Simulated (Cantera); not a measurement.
An isothermal plug-flow reactor at 1150 K and 0.680 bar (inlet), inlet velocity 0.14 m/s, active area per volume 2900 1/m; feed 0.731 % CH4, 13.1 % O2, 86.2 % N2, equivalence ratio 0.11.

Computed with Cantera and Deutschmann's 1995 Pt surface mechanism with GRI-Mech 3.0 gas chemistry. Catalytic surfaces can have several steady states; this one follows from the mechanism file's or the stated starting coverage. Mass transfer to the wall is taken as infinitely fast.

x: gas mole fraction; θ: surface coverage.

```tsv
z (m)	x CH4	x O2	x H2O	x CO2	x CO	θ free Pt	θ O*	θ OH*
0.00014	0.00284	0.122	0.00891	0.00445	?	0.376	0.622	0.00108
0.00024	0.00143	0.119	0.0117	0.00584	?	0.378	0.621	0.00123
0.00044	0.000358	0.117	0.0138	0.00691	?	0.378	0.620	0.00134
0.00077	3.64e-5	0.116	0.0145	0.00723	?	0.379	0.620	0.00137
0.0014	4.62e-7	0.116	0.0146	0.00727	?	0.379	0.620	0.00137
0.0024	6.50e-10	0.116	0.0146	0.00728	?	0.379	0.620	0.00137
0.0044	1.31e-10	0.116	0.0146	0.00728	?	0.379	0.620	0.00137
0.0077	5.70e-11	0.116	0.0146	0.00729	?	0.379	0.620	0.00137
0.014	1.05e-11	0.116	0.0146	0.00729	8.56e-10	0.379	0.620	0.00137
```

### Question
Complete the blanks.

### Answer

- 0.00014, x CO: 3.09e-6
- 0.00024, x CO: 1.57e-6
- 0.00044, x CO: 4.03e-7
- 0.00077, x CO: 5.00e-8
- 0.0014, x CO: 7.41e-9
- 0.0024, x CO: 3.85e-9
- 0.0044, x CO: 1.74e-9
- 0.0077, x CO: 1.16e-9
